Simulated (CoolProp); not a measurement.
Properties of R143a along the isobar 0.101 MPa (Tc = 345.9 K, pc = 3.762 MPa, ω = 0.261).

The numbers come from the reference Helmholtz-energy equation of state, Lemmon and Jacobsen 2000 in CoolProp.

```tsv
T (K)	phase	Z	cv (kJ/(kg K))	Joule-Thomson coefficient (K/MPa)	viscosity (µPa s)	Prandtl number
260	gas	0.9719	0.7685	31.05	9.70	0.741
267.8	gas	0.9749	0.7823	___	9.99	0.732
275.6	gas	0.9774	0.7964	24.96	10.3	0.725
283.3	gas	0.9796	___	22.57	10.6	0.718
291.1	gas	0.9815	0.8252	___	10.9	0.712
298.9	gas	0.9832	0.8399	___	11.1	0.706
306.7	gas	0.9847	0.8547	17.07	11.4	0.701
314.5	gas	0.9860	0.8695	15.68	11.7	0.696
322.2	gas	0.9871	___	___	12.0	0.692
330	gas	0.9882	0.8988	13.40	12.3	0.687
337.8	gas	0.9891	0.9134	12.45	12.6	0.683
345.6	gas	0.9900	0.9279	11.59	12.9	___
```

Complete the blanks.


- 267.8, Joule-Thomson coefficient (K/MPa): 27.78
- 283.3, cv (kJ/(kg K)): 0.8106
- 291.1, Joule-Thomson coefficient (K/MPa): 20.47
- 298.9, Joule-Thomson coefficient (K/MPa): 18.65
- 322.2, cv (kJ/(kg K)): 0.8841
- 322.2, Joule-Thomson coefficient (K/MPa): 14.48
- 345.6, Prandtl number: 0.679

Viscosity comes from a separate model (Klein 1997), an estimate that may be off by 10 % or more. Thermal conductivity comes from a separate model (McLinden 2000), an estimate that may be off by 10 % or more.
